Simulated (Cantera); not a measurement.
A Cantera script and what it prints.

```python
import numpy as np
import cantera as ct

gas_names = [...]  # 123 gases of nasa_gas.yaml made of C, H, O, Si
cond_names = """
    C(gr) C6H6(L) C7H8(L) C8H18(L),n-octa H2O(s) H2O(L) Si(cr) Si(L) SiC(b) SiO2(Lqz) SiO2(hqz) SiO2(L)
""".split()


# ... load() reads the species with a 1 bar reference pressure and builds the phases ...
atoms = {
    'SiH4': {'Si': 1, 'H': 4},
    'CO2': {'C': 1, 'O': 2},
}
top_T = {'C(gr)': 4500, 'SiC(b)': 3050}  # K; cautious upper limits of use, not melting points


# ... equilibrate(T, P, feed) seeds the gas with the atoms and calls Mixture.equilibrate('TP', solver="vcs", rtol=1e-11, max_steps=5000) ...
results = []
feed = {'SiH4': 1, 'CO2': 0.19}  # mol
P = 4300  # Pa
for T in [698, 798, 898, 998, 1098, 1198, 1298, 1398, 1498, 1598]:
    mix = equilibrate(T, P, feed)
    results.append((T, P, feed, dict(zip(mix.species_names, mix.species_moles))))

top = {s: max(r[3][s] / sum(r[3][g] for g in gas_names) for r in results) for s in gas_names}
cols = sorted((s for s in top if top[s] > 1e-05), key=lambda s: -top[s])[:8]
seen = [c for c in cond_names if any(r[3].get(c, 0) > 1e-12 for r in results)]
print("log10 of partial pressures in bar; condensed amounts in mol")
print(f"{'T/K':>10s}" + "".join(f"{s[:9]:>10s}" for s in cols + seen))
for T, P, feed, n in results:
    ng = sum(n[g] for g in gas_names)
    print(f"{T:10.4g}" + "".join(f"{np.log10(max(n[s] / ng * P / 1e5, 1e-99)):10.3f}" for s in cols)
          + "".join(f"{n.get(c, 0):10.4g}" for c in seen))
```

Result:

```
log10 of partial pressures in bar; condensed amounts in mol
       T/K        H2       SiO        CO         H    Si(cr)    SiC(b) SiO2(Lqz) SiO2(hqz)
       698    -1.367   -17.184   -21.412   -14.328      0.62      0.19      0.19         0
       798    -1.367   -13.893   -17.503   -12.258      0.62      0.19      0.19         0
       898    -1.367   -11.347   -14.475   -10.644      0.62      0.19         0      0.19
       998    -1.367    -9.320   -12.061    -9.351      0.62      0.19         0      0.19
      1098    -1.367    -7.667   -10.091    -8.290      0.62      0.19         0      0.19
      1198    -1.367    -6.296    -8.454    -7.404      0.62      0.19         0      0.19
      1298    -1.367    -5.140    -7.072    -6.653    0.6198      0.19         0    0.1898
      1398    -1.367    -4.153    -5.892    -6.009    0.6185    0.1899         0    0.1883
      1498    -1.372    -3.301    -4.872    -5.451    0.6092    0.1894         0    0.1779
      1598    -1.397    -2.560    -3.982    -4.972    0.5591    0.1848         0    0.1187
```

Cantera equilibrium calculation (NASA polynomials, part measured and part estimated; ideal gas, pure solids and liquids). Mutual solubility and eutectic melting of coexisting phases are not modelled. The tables hold silica as quartz up to 1696 K and as liquid above; real silica turns to tridymite and cristobalite and melts near 1996 K.
